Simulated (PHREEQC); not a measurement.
Make-up at 25 °C: 0.0048 mol/kgw HF, 0.28 mol/kgw (CH3)4NF and 0.00062 mol/kgw H2SiF6. Closed to the air; pH follows from the charge balance.

The numbers come from PHREEQC with the ion-association model, phreeqc.dat.

Question: The ionic strength comes out as 0.281 mol/kgw. What activity coefficients do SiF6-2, H+, HF2-, F- get?

Answer: SiF6-2 0.26, H+ 0.79, HF2- 0.73, F- 0.68.

No solid was allowed to form. (CH3)4N+ isn't in the database: it is added as a free cation with an ion size of 4 Å. SiF6-2 is the database's only silicon fluoride.
